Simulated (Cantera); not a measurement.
A closed system holds: 1 mol CF₄, 1.5 mol H₂, equilibrated at 1.00 bar.

Cantera equilibrium calculation (NASA polynomials, part measured and part estimated; ideal gas, pure solids and liquids). Candidate condensed phases: C, C₆H₆, C₇H₈, C₈H₁₈; 95 gas species. Kinetics and transport are ignored. All values below are at 3148 K.

Base state: HF 0.785, F 0.134, CF₂ 0.0543, CF 0.0208, H 0.00278, C₃ 0.00140, CF₃ 0.000549, C 0.000194 (mole fractions); condensed: C(graphite).

### Question
What changes in the equilibrium state with this change: H₂ from 1.5 to 0.33 mol?

### Answer
```json
[
 {"species": "F", "before": "0.134", "after": "0.450"},
 {"species": "CF₂", "before": "0.0543", "after": "0.280"},
 {"species": "HF", "before": "0.785", "after": "0.219"},
 {"species": "CF", "before": "0.0208", "after": "0.0320"},
 {"species": "C₂H₂ (acetylene)", "before": "1.22e-5", "after": "1.77e-8"},
 {"species": "H₂", "before": "0.000130", "after": "8.96e-7"},
 {"species": "CF₄", "before": "0.000161", "after": "0.00936"},
 {"species": "C₂H", "before": "5.46e-5", "after": "9.57e-7"},
 {"species": "C₅", "before": "3.92e-5", "after": "8.01e-7"},
 {"species": "C(graphite), mol", "before": "0.692", "after": "0"}
]
```
The tables' values for C₂F₄ are old estimates; treat these amounts as uncertain. Gases not in the tables: C₂F₆ and larger saturated fluorocarbons.
